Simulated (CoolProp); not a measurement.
R13 at 293.15 K and 0.165 MPa is throttled through a valve to 0.0289 MPa with no heat exchange. Each further row changes one setting.

Computed with CoolProp (reference Helmholtz-energy equation of state, Platzer 1990). This equation is an older, rougher fit.

```json
[
 {"case": "as stated", "temperature change (K)": "…", "final density (kg/m³)": "…"},
 {"case": "outlet pressure 0.00867 MPa", "temperature change (K)": "-1.9", "final density (kg/m³)": "…"},
 {"case": "outlet pressure 0.0376 MPa", "temperature change (K)": "-1.5", "final density (kg/m³)": "…"}
]
```

Task: Complete the blanks.

Result: 
- as stated, temperature change (K): -1.6
- as stated, final density (kg/m³): 1.25
- outlet pressure 0.00867 MPa, final density (kg/m³): 0.374
- outlet pressure 0.0376 MPa, final density (kg/m³): 1.63
